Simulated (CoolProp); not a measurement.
m-xylene at 459.5 K and 0.541 MPa is throttled through a valve to 0.156 MPa with no heat exchange. Each further row changes one setting.

Values from CoolProp's reference Helmholtz-energy equation of state, Zhou 2012.

```
case                        temperature change (K)  final phase  final density (kg/m³)
--------------------------  ----------------------  -----------  ---------------------
as stated                               (withheld)   (withheld)             (withheld)
outlet pressure 0.0468 MPa                   -73.9   (withheld)             (withheld)
outlet pressure 0.203 MPa               (withheld)   (withheld)             (withheld)
```

Question: Complete the blanks.

Answer: 
- as stated, temperature change (K): -30.4
- as stated, final phase: two-phase, vapour fraction 0.208
- as stated, final density (kg/m³): 23.2
- outlet pressure 0.0468 MPa, final phase: two-phase, vapour fraction 0.449
- outlet pressure 0.0468 MPa, final density (kg/m³): 3.53
- outlet pressure 0.203 MPa, temperature change (K): -19.3
- outlet pressure 0.203 MPa, final phase: two-phase, vapour fraction 0.136
- outlet pressure 0.203 MPa, final density (kg/m³): 44.0
